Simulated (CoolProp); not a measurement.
Properties of R1233zd(E) along the isobar 0.101 MPa (Tc = 165.7 °C, pc = 3.583 MPa, ω = 0.304).

Values from CoolProp's reference Helmholtz-energy equation of state, Akasaka 2022.

| T (°C) | phase | density (kg/m³) | cv (kJ/(kg K)) | Joule-Thomson coefficient (K/MPa) | isothermal compressibility (1/MPa) | expansivity (1/kK) |
|---|---|---|---|---|---|---|
| -14.65 | liquid | 1354 | 0.7686 | -0.3864 | 0.001478 | 1.624 |
| 0.85 | liquid | 1320 | 0.7892 | -0.3519 | 0.001767 | 1.722 |
| 16.35 | liquid | 1284 | 0.8101 | -0.3110 | 0.002142 | 1.844 |
| 31.95 | gas | 5.384 | 0.7347 | 29.05 | … | 3.693 |
| 47.45 | gas | … | 0.7591 | … | 10.21 | 3.447 |
| 63.05 | gas | 4.836 | 0.7820 | 21.34 | 10.16 | 3.236 |
| 78.55 | gas | 4.606 | … | 18.60 | 10.12 | 3.056 |
| 94.15 | gas | 4.397 | 0.8235 | 16.36 | 10.09 | 2.897 |
| 109.65 | gas | 4.209 | 0.8426 | 14.52 | 10.07 | 2.758 |
| 125.15 | gas | 4.037 | … | 12.98 | 10.04 | 2.633 |
| 140.75 | gas | 3.878 | 0.8780 | … | 10.03 | 2.519 |
| 156.25 | gas | 3.732 | … | 10.57 | 10.01 | 2.417 |
| 171.85 | gas | 3.597 | 0.9105 | 9.606 | 9.998 | 2.323 |

Problem. Fill in the missing entries.

Solution. 
- 31.95, isothermal compressibility (1/MPa): 10.27
- 47.45, density (kg/m³): 5.095
- 47.45, Joule-Thomson coefficient (K/MPa): 24.76
- 78.55, cv (kJ/(kg K)): 0.8033
- 125.15, cv (kJ/(kg K)): 0.8606
- 140.75, Joule-Thomson coefficient (K/MPa): 11.67
- 156.25, cv (kJ/(kg K)): 0.8945
